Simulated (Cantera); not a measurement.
## Equilibrium for halide evaporation, hydrolysis and transport: CaCl2 + H2

A closed system holds: 1 mol CaCl2, a varied amount of H2, at 7.50 Torr.

Method: chemical equilibrium by Gibbs-energy minimisation in Cantera with the NASA 1993 tables (ideal gas, pure condensed phases). Candidate condensed phases: Ca, CaCl2; 9 gas species. Equilibrium is a limit: real reactors are often held back by kinetics, nucleation or transport.

Stable condensed phases:

```
T in K \ n(H2) in mol
          0.7 0.91  1.2  1.6  2.1  2.7  3.6  4.7  6.2  8.2   11   14   19
   1648     A    A    A    A    A    A    A    A    A    A    A    A    A
   1548     B    B    B    B    B    A    A    A    A    A    A    A    A
   1448     B    B    B    B    B    B    B    B    B    B    B    A    A
   1348     B    B    B    B    B    B    B    B    B    B    B    B    B
   1248     B    B    B    B    B    B    B    B    B    B    B    B    B
   1148     B    B    B    B    B    B    B    B    B    B    B    B    B
   1048     B    B    B    B    B    B    B    B    B    B    B    B    B
    948     B    B    B    B    B    B    B    B    B    B    B    B    B
    848     B    B    B    B    B    B    B    B    B    B    B    B    B
    748     B    B    B    B    B    B    B    B    B    B    B    B    B
    648     B    B    B    B    B    B    B    B    B    B    B    B    B
```

A: gas only; B: CaCl2.
